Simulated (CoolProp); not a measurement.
Vapour pressure (bar) of ethanol: the reference equation beside estimates from Tc = 241.6 °C, pc = 62.68 bar, ω = 0.644.

Model: reference Helmholtz-energy equation of state, Schroeder 2014, in CoolProp.

```json
[
 {"T (°C)": "79.15", "reference": "1.043", "van der Waals": "11.19", "Soave-Redlich-Kwong": "1.046", "Peng-Robinson": "1.083"},
 {"T (°C)": "97.25", "reference": "2.038", "van der Waals": "14.45", "Soave-Redlich-Kwong": "2.057", "Peng-Robinson": "2.099"},
 {"T (°C)": "115.45", "reference": "3.715", "van der Waals": "18.28", "Soave-Redlich-Kwong": "3.751", "Peng-Robinson": "3.786"},
 {"T (°C)": "133.55", "reference": "6.339", "van der Waals": "22.69", "Soave-Redlich-Kwong": "6.385", "Peng-Robinson": "6.393"},
 {"T (°C)": "151.65", "reference": "10.24", "van der Waals": "27.71", "Soave-Redlich-Kwong": "10.29", "Peng-Robinson": "10.25"},
 {"T (°C)": "169.85", "reference": "15.83", "van der Waals": "33.41", "Soave-Redlich-Kwong": "15.87", "Peng-Robinson": "15.75"},
 {"T (°C)": "187.95", "reference": "23.42", "van der Waals": "39.76", "Soave-Redlich-Kwong": "23.47", "Peng-Robinson": "23.27"},
 {"T (°C)": "206.15", "reference": "33.53", "van der Waals": "46.84", "Soave-Redlich-Kwong": "33.65", "Peng-Robinson": "33.39"}
]
```

Absolute difference from the reference over all 8 rows, mean and median: van der Waals 327.9 and 214.3 %, Soave-Redlich-Kwong 0.5 and 0.4 %, Peng-Robinson 1.4 and 0.7 %.
